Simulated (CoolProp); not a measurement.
Vapour-liquid equilibrium of CHF3 (R23) (1) + R227EA (2) at 266.8 K; x and y are mole fractions of (1).

Values from CoolProp's multi-fluid Helmholtz-energy mixture model, Penoncello 2003 and Lemmon 2016; pair parameters Bell 2016.

Q: Give the bubble pressure and the first vapour's composition at x = 0.25, 0.35, 0.75. Is there an azeotrope?

A: x = 0.25: 0.6064 MPa, y = 0.777; x = 0.35: 0.7969 MPa, y = 0.842; x = 0.75: 1.539 MPa, y = 0.952. No azeotrope shows between x = 0.05 and 0.95.

The pair parameters rest on a limited set of measurements; away from them the model extrapolates.
